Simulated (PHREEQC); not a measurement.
**Reverse-osmosis permeate: speciation**

Synthetic water in mg/L, 30 °C, pH 6.98, pe 8.2: Na 5.1; K 0.0123; Ca 2.23; Mg 0.385; Cl 4.98; S(6) as SO4 7.97; Alkalinity as HCO3 3.89; B 0.0579; Zn 0.0128; Cu(2) 0.314.

Valence states are taken as typed.

The numbers come from PHREEQC with the ion-association model, wateq4f.dat.

- ionic strength = 0.000518 mol/kgw
- charge-balance error = 0.7 %

```tsv
species	molality	activity	log γ
Na+	0.000222	0.000216	-0.011
Cl-	0.000140	0.000137	-0.011
SO4-2	8.18e-5	7.37e-5	-0.045
HCO3-	5.72e-5	5.58e-5	-0.011
Ca+2	5.48e-5	4.94e-5	-0.045
Mg+2	1.55e-5	1.40e-5	-0.045
CO2	1.24e-5	1.24e-5	0.000
H3BO3	5.32e-6	5.32e-6	0.000
Cu(OH)2	2.83e-6	2.83e-6	0.000
Cu+2	1.65e-6	1.49e-6	-0.045
CaSO4	7.61e-7	7.61e-7	0.000
K+	3.14e-7	3.06e-7	-0.011
MgSO4	2.75e-7	2.75e-7	0.000
CuCO3	2.19e-7	2.19e-7	0.000
```

No solid was allowed to form. Examples of supersaturated solids here: Malachite, Tenorite (slow to form). Others may be too. The database's constant for dissolved Cu(OH)2 is higher than later reviews accept.
